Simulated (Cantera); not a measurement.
A perfectly stirred reactor is fed with 30.3 % CO, 1.33 % H2, 14.4 % O2, 54.0 % N2, equivalence ratio 1.1, at 1.01 bar; it is adiabatic with a 300 K inlet, and is followed from long to short residence time, starting on the burning branch (τ in s: 0.027, 0.013, 0.006, 0.0028, 0.0013, 0.00064, 0.0003, 0.00014, 6.8e-05, 3.2e-05, 1.5e-05).

Model: GRI-Mech 3.0 (53 species, 325 reactions), integrated in Cantera.

One state of this run: T (K) = 2187; x CO = 0.0888; x H2 = 0.000792; x O2 = 0.0258; x NO = 0.00111; x N2O = 2.97e-7. x: mole fraction; the columns are a selection and need not sum to one.

Which value of τ (s) does it belong to?
A. 0.013
B. 0.00030
C. 0.00014
D. 0.0013

A, 0.013
